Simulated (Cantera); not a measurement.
A jet of CH4 : O2 : N2 = 0.028 : 0.058 : 0.79 (molar parts) at 300 K and 0.0720 bar hits a platinum plate 9 cm away at a mass flux of 0.029 kg/m²/s; the plate temperature is set and raised in steps from an oxygen-covered start.

Computed with Cantera and Deutschmann's 1995 Pt surface mechanism with GRI-Mech 3.0 gas chemistry. Catalytic surfaces can have several steady states; this one follows from the mechanism file's or the stated starting coverage.

x: mole fraction at the wall; θ: surface coverage.

```csv
plate T (K),wall x CH4,wall x O2,wall x H2O,wall x OH,wall x CO,wall x CO2,θ free Pt,θ O*,θ OH*
900,0.0100,0.0198,0.0409,3.56e-8,5.15e-6,0.0269,0.314,0.684,0.00167
950,0.00596,0.0112,0.0483,9.74e-8,4.68e-6,0.0319,0.431,0.567,0.00158
1000,0.00387,0.00680,0.0521,2.35e-7,4.65e-6,0.0344,0.545,0.454,0.00137
1050,___,___,0.0540,___,___,0.0357,___,___,___
1100,0.00214,0.00319,0.0551,9.81e-7,6.22e-6,0.0364,0.743,0.257,0.000901
1150,___,___,0.0556,___,___,0.0368,0.816,___,___
1200,0.00159,0.00215,0.0558,3.01e-6,1.16e-5,0.0369,0.870,0.130,0.000534
1250,0.00149,0.00203,0.0559,4.92e-6,1.65e-5,0.0370,0.906,0.0936,0.000411
```

Task: Fill in the missing entries.

Result: 
- 1050, wall x CH4: 0.00275
- 1050, wall x O2: 0.00445
- 1050, wall x OH: 5.02e-7
- 1050, wall x CO: 5.11e-6
- 1050, θ free Pt: 0.652
- 1050, θ O*: 0.347
- 1050, θ OH*: 0.00113
- 1150, wall x CH4: 0.00179
- 1150, wall x O2: 0.00250
- 1150, wall x OH: 1.77e-6
- 1150, wall x CO: 8.26e-6
- 1150, θ O*: 0.183
- 1150, θ OH*: 0.000697
